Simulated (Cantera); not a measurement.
Feed: 1 mol BN, 0.91 mol H₂O, 30 mol N₂, a varied amount of NF₃, equilibrated at 1575 K and 133 Pa.

Method: chemical equilibrium by Gibbs-energy minimisation in Cantera with the NASA 1993 tables (ideal gas, pure condensed phases). Candidate condensed phases: B, BN, B₂O₃, B₃O₃H₃, H₂O; 62 gas species. The tables' values for BF₂ are old estimates; treat these amounts as uncertain. Rates play no part.

log p: log10 of the partial pressure in bar; nothing condenses.

```json
[
 {"n(NF₃) (mol)": "0.81", "log p N₂": "-2.91", "log p F": "-10.55", "log p HF": "-4.30", "log p BF₃": "-5.44", "log p BOF": "-4.44", "log p O₂": "-14.81"},
 {"n(NF₃) (mol)": "1.6", "log p N₂": "-2.92", "log p F": "-6.61", "log p HF": "-4.15", "log p BF₃": "-4.42", "log p BOF": "-6.29", "log p O₂": "-4.77"},
 {"n(NF₃) (mol)": "2.4", "log p N₂": "-2.95", "log p F": "…", "log p HF": "-4.19", "log p BF₃": "-4.45", "log p BOF": "…", "log p O₂": "-4.80"},
 {"n(NF₃) (mol)": "3.2", "log p N₂": "-2.97", "log p F": "-3.80", "log p HF": "-4.22", "log p BF₃": "-4.48", "log p BOF": "-11.99", "log p O₂": "-4.83"},
 {"n(NF₃) (mol)": "4", "log p N₂": "-3.00", "log p F": "…", "log p HF": "-4.25", "log p BF₃": "-4.51", "log p BOF": "…", "log p O₂": "-4.86"},
 {"n(NF₃) (mol)": "4.8", "log p N₂": "-3.02", "log p F": "-3.55", "log p HF": "-4.28", "log p BF₃": "-4.54", "log p BOF": "-12.57", "log p O₂": "-4.89"},
 {"n(NF₃) (mol)": "5.6", "log p N₂": "-3.04", "log p F": "-3.48", "log p HF": "-4.30", "log p BF₃": "-4.56", "log p BOF": "-12.75", "log p O₂": "-4.91"},
 {"n(NF₃) (mol)": "6.3", "log p N₂": "-3.06", "log p F": "-3.43", "log p HF": "-4.32", "log p BF₃": "-4.58", "log p BOF": "-12.88", "log p O₂": "-4.93"}
]
```

**Question.** Fill in the missing entries.

**Answer.** 
- 2.4, log p F: -4.07
- 2.4, log p BOF: -11.40
- 4, log p F: -3.65
- 4, log p BOF: -12.33
